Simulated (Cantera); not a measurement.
## Counterflow diffusion flame

A counterflow diffusion flame at 0.563 atm, nozzles 20 mm apart: fuel side H2 = 1 (molar parts) at 473 K, oxidiser side O2 : N2 = 0.27 : 0.73 (molar parts) at 650 K, fuel mass flux 0.29 times the oxidiser's; mixture-averaged transport, no radiation.

Computed with Cantera and the H2/O2 subset of GRI-Mech 3.0, which has no nitrogen chemistry. The maximum strain rate includes the flame's own expansion and is several times the mean.

| oxidiser flux (kg/m²/s) | max strain (1/s) | mean strain (1/s) | T max (K) | peak x OH | peak x H | peak x H2O | peak x HO2 |
|---|---|---|---|---|---|---|---|
| 0.34 | 915 | 224 | 2560 | 0.0352 | 0.0353 | 0.307 | 5.47e-5 |
| 0.48 | 1270 | 316 | 2491 | 0.0344 | 0.0383 | 0.304 | 6.58e-5 |
| 0.67 | 1730 | 442 | 2430 | 0.0341 | 0.0422 | 0.301 | 7.66e-5 |
| 0.93 | 2390 | 613 | 2360 | 0.0333 | 0.0464 | 0.298 | 8.81e-5 |
| 1.3 | 3310 | 857 | 2286 | 0.0321 | 0.0511 | 0.294 | 9.94e-5 |
| 1.8 | 4560 | 1190 | 2200 | 0.0304 | 0.0550 | 0.292 | 0.000110 |
| 2.6 | 6530 | 1710 | 2113 | 0.0286 | 0.0602 | 0.289 | 0.000122 |
| 3.6 | 9070 | 2370 | 2045 | 0.0272 | 0.0655 | 0.285 | 0.000132 |
| 5 | 12600 | 3300 | 1961 | 0.0250 | 0.0697 | 0.282 | 0.000142 |
x: mole fraction; the columns are a selection and need not sum to one.
